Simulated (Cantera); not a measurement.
## Cu + CO + H2 (metals in furnace atmospheres)

A closed system holds: 1 mol Cu, 0.12 mol CO, 17 mol H2, equilibrated at 16.5 Torr.

Method: chemical equilibrium by Gibbs-energy minimisation in Cantera with the NASA 1993 tables (ideal gas, pure condensed phases). Candidate condensed phases: C, C6H6, C7H8, C8H18, Cu, CuO, Cu(OH)2, Cu2O, H2O; 113 gas species. Equilibrium is a limit: real reactors are often held back by kinetics, nucleation or transport.

```csv
T (°C),log p H2,log p CO,log p CH4,log p H2O,n Cu(s)
575,-1.66,-4.05,-4.18,-4.19,1.00
600,-1.66,-3.97,-4.33,-4.34,1.00
625,-1.66,-3.91,-4.49,-4.50,1.00
650,-1.66,-3.88,-4.65,-4.66,1.00
675,-1.66,-3.86,-4.81,-4.81,1.00
700,-1.66,-3.84,-4.96,-4.96,1.00
725,-1.66,-3.83,-5.11,-5.11,1.00
750,-1.66,-3.83,-5.25,-5.25,1.00
775,-1.66,-3.82,-5.38,-5.39,1.00
```
log p: log10 of the partial pressure in bar; n: condensed amount in mol.

From 575 °C to 775 °C the condensed part is Cu(s).
